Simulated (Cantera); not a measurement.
Feed: 1 mol SiHCl3, 0.027 mol Cl2, 22 mol H2, 0.045 mol HCl, equilibrated at 1.33 mbar.

Method: chemical equilibrium by Gibbs-energy minimisation in Cantera with the NASA 1993 tables (ideal gas, pure condensed phases). Candidate condensed phases: Si; 19 gas species. The tables' values for SiCl3 are old estimates; treat these amounts as uncertain. Kinetics and transport are ignored. All values below are at 1152 °C.

Base state: H2 0.895, HCl 0.0822, SiCl2 0.0228, SiCl3 0.000299, H 0.000177, SiCl4 1.55e-5, Cl 1.33e-5, SiHCl3 1.32e-5 (mole fractions); condensed: Si(s).

Problem. What changes in the equilibrium state with this change: 0.72 mol HF added?

Solution. 
```
species     before     after
----------  ------  --------
H2           0.895     0.886
HCl         0.0822    0.0805
SiCl2       0.0228    0.0221
SiF3             0   0.00327
SiF4             0   0.00274
SiF2             0   0.00255
HF               0   0.00243
SiHF3            0  0.000278
SiH2F2           0   1.30e-5
Si(s), mol   0.444     0.229
```
The tables' values for SiF3, SiF2, SiCl3 are old estimates; treat these amounts as uncertain.
